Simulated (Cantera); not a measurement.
Cantera with NASA thermochemical tables; ideal gases at 1 bar, condensed phases pure. Values are per mole of reaction as written; species without (g) are pure solids or liquids, kept so even where they would boil at 1 bar.

Question: Between 1575 and 1975 K, where is each reaction favourable under standard conditions?
- Nb2O5 + 5 N(g) → 5 NO(g) + 2 Nb

Answer: 
- Nb2O5 + 5 N(g) → 5 NO(g) + 2 Nb: ΔG° is -290 kJ at 1575 K and -331 kJ at 1975 K; it stays negative (K > 1). ΔH° is -206 kJ and ΔS° 64 J/K at 1975 K.
